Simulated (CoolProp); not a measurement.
R11 at 298.15 K and 0.0413 MPa flows at 8.4 m/s in a round tube of 20 mm bore and 45 µm roughness, fully developed (64/Re and Nu = 3.66 if laminar; Colebrook and Gnielinski if turbulent). Each further row changes one setting.

Values from CoolProp's reference Helmholtz-energy equation of state, Jacobsen 1992.

```csv
case,Reynolds number,Darcy friction factor,pressure drop (Pa/m),heat-transfer coefficient (W/(m² K)),mass flow (kg/h)
as stated,38100,0.0278,114,45.6,22.1
velocity 16.8 m/s,76300,0.0262,429,86.5,44.1
diameter 40 mm,76300,0.0232,47.5,37.9,88.2
```

Viscosity comes from a separate model (Klein 1997), an estimate that may be off by 10 % or more. Thermal conductivity comes from a separate model (McLinden 2000), an estimate that may be off by 10 % or more.
